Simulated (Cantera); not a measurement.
A closed system holds: 1 mol Ta(OEt)₅, 0.027 mol H₂O, equilibrated at 0.120 bar.

These are equilibrium values from Cantera (NASA tables, ideal gas, pure condensed phases), not measurements of a reactor. Candidate condensed phases: C, C₆H₆, C₇H₈, C₈H₁₈, H₂O, Ta, TaC, Ta₂O₅; 113 gas species. The feed counts by its element totals alone. Mutual solubility and eutectic melting of coexisting phases are not modelled. TaC: taken at fixed stoichiometry. Condensed phases not in the tables: Ta₂C. Kinetics and transport are ignored. All values below are at 902 °C.

Base state: H₂ 0.756, CO 0.242, CH₄ 0.00131, H₂O 0.000761, CO₂ 0.000190 (mole fractions); condensed: C(graphite) + TaC(s) + Ta₂O₅(s).

Problem. What changes in the equilibrium state with this change: Ta(OEt)₅ replaced by Cr?

Solution. 
| species | before | after |
|---|---|---|
| H₂ | 0.756 | 1.000 |
| H₂O | 0.000761 | 7.87e-5 |
| CO | 0.242 | 0 |
| CH₄ | 0.00131 | 0 |
| CO₂ | 0.000190 | 0 |
| C(graphite), mol | 5.39 | 0 |
| TaC(s), mol | 0.594 | 0 |
| Ta₂O₅(s), mol | 0.203 | 0 |
| Cr(s), mol | 0 | 0.982 |
| Cr₂O₃(s), mol | 0 | 0.00900 |
Further candidate phases: Cr, Cr₂O₃.
